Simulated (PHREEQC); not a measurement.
1 kg of water meets 20 L of dry gas (CH4 1 by moles) at fixed total pressure, at 80 °C; fugacities by Peng-Robinson. The gases take part in no redox reaction, some water evaporates into the gas, and hydrates or a liquid gas phase aren't modelled. Precipitation was switched off in this run.

Model: ion-association model, phreeqc.dat, run in PHREEQC.

```
P (atm)  dissolved CH4 (mol/kgw)  φ of CH4
-------  -----------------------  --------
2                        0.00147     0.998
5                        0.00432     0.994
10                       0.00899     0.988
20                             ?     0.976
30                        0.0266     0.965
40                        0.0348     0.954
50                        0.0427     0.944
75                        0.0609     0.920
100                       0.0773         ?
150                            ?     0.865
200                            ?         ?
300                            ?     0.816
400                        0.201     0.813
```

Q: Complete the blanks.

A: 
- 20, dissolved CH4 (mol/kgw): 0.0180
- 100, φ of CH4: 0.899
- 150, dissolved CH4 (mol/kgw): 0.106
- 200, dissolved CH4 (mol/kgw): 0.130
- 200, φ of CH4: 0.841
- 300, dissolved CH4 (mol/kgw): 0.169

Constants without temperature data keep their 25 °C values here.
